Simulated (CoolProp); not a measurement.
Vapour pressure (bar) of ethylene: the reference equation beside estimates from Tc = 9.2 °C, pc = 50.42 bar, ω = 0.087.

Values from CoolProp's reference Helmholtz-energy equation of state, Smukala 2000.

| T (°C) | reference | Lee-Kesler | van der Waals |
|---|---|---|---|
| -49.85 | 10.67 | ? | ? |
| -46.35 | 11.94 | 11.95 | 19.69 |
| -42.95 | 13.28 | 13.28 | 21.09 |
| -39.55 | 14.72 | 14.72 | 22.54 |
| -36.15 | 16.27 | 16.27 | 24.05 |
| -32.65 | 17.98 | 17.97 | 25.67 |
| -29.25 | 19.77 | 19.76 | 27.31 |
| -25.85 | 21.68 | 21.66 | 29.01 |
| -22.45 | 23.73 | ? | 30.78 |
| -18.95 | 25.97 | 25.94 | 32.67 |

**Question.** Complete the blanks.

**Answer.** 
- -49.85, Lee-Kesler: 10.68
- -49.85, van der Waals: 18.32
- -22.45, Lee-Kesler: 23.70

Absolute difference from the reference over all 10 rows, mean and median: Lee-Kesler 0.1 and 0.1 %, van der Waals 46.7 and 45.3 %.
